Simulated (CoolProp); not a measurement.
500 sccm (0 °C, 1 atm) of nitrogen bubbles through liquid the fluoroketone C6F12O (FK-5-1-12) at 281.7 K and leaves saturated at a total pressure of 0.15 MPa (ideal gas phase). Each further row changes one setting.

The numbers come from the reference Helmholtz-energy equation of state, McLinden 2015 in CoolProp.

| case | vapour pressure (kPa) | mole fraction of vapour | delivery (mg/min) | delivery (sccm) | change of delivery for a bath 1 K warmer (%) |
|---|---|---|---|---|---|
| as stated | 19.2 | 0.128 | 1030 | 73.4 | 5.7 |
| bath temperature 286.7 K | 24.3 | 0.162 | 1370 | 96.9 | 5.7 |
| total pressure 0.3 MPa | 19.2 | 0.0640 | 482 | 34.2 | 5.3 |
